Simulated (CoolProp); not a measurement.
500 sccm (0 °C, 1 atm) of nitrogen bubbles through liquid tetrahydrofuran at 286.7 K and leaves saturated at a total pressure of 0.0472 MPa (ideal gas phase). Each further row changes one setting.

Values from CoolProp's reference Helmholtz-energy equation of state, Fiedler 2023.

| case | vapour pressure (kPa) | mole fraction of vapour | delivery (mg/min) | delivery (sccm) | change of delivery for a bath 1 K warmer (%) |
|---|---|---|---|---|---|
| as stated | 12.8 | 0.271 | 597 | 186 | 6.9 |
| bath temperature 291.7 K | 16.2 | 0.343 | 839 | 261 | 7.3 |
| total pressure 0.0944 MPa | 12.8 | 0.135 | 252 | 78.3 | 5.7 |
